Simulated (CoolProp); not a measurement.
Vapour-liquid equilibrium of acetone (1) + n-heptane (2) at 49.75 °C; x and y are mole fractions of (1).

Values from CoolProp's multi-fluid Helmholtz-energy mixture model, Lemmon 2006 and Span 2003; pair parameters Bell 2016.

Task: Give the bubble pressure and the first vapour's composition at x = 0.35, 0.65, 0.8. Is there an azeotrope?

Result: x = 0.35: 70.18 kPa, y = 0.788; x = 0.65: 77.95 kPa, y = 0.835; x = 0.8: 80.43 kPa, y = 0.868. y crosses x between x = 0.8 and 0.95: the model has an azeotrope there.

The pair parameters rest on a limited set of measurements; away from them the model extrapolates. With so large a gap from Raoult's law the liquid may split in two, which this calculation doesn't test in full.
